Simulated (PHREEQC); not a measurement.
Consider water at 25 °C with 1 mmol/kgw ZnSO4 and 2.4 mmol/kgw H3PO4. Closed to the air; pH follows from the charge balance.

All values are PHREEQC results (ion-association model, wateq4f.dat), not measurements.

```
quantity                    before     after
------------------------  --------  --------
pH                            2.77      6.07
ionic strength (mol/kgw)   0.00536   0.00355
SO4-2 (mol/kgw)           0.000800  0.000887
HSO4- (mol/kgw)           0.000106   6.13e-8
```

### Question
What was changed between the two runs?
(A) H3PO4 from 0.0024 to 0.0012 mol/kgw
(B) H3PO4 from 0.0024 to 0.012 mol/kgw
(C) H3PO4 left out
(D) ZnSO4 from 0.001 to 0.0005 mol/kgw
(E) temperature from 25 to 50 °C

### Answer
C, H3PO4 left out

No solid was allowed to form. H3PO4, which wateq4f.dat lacks, is added to it with the constant of phreeqc.dat. The database has no phosphate complexes of Zn.
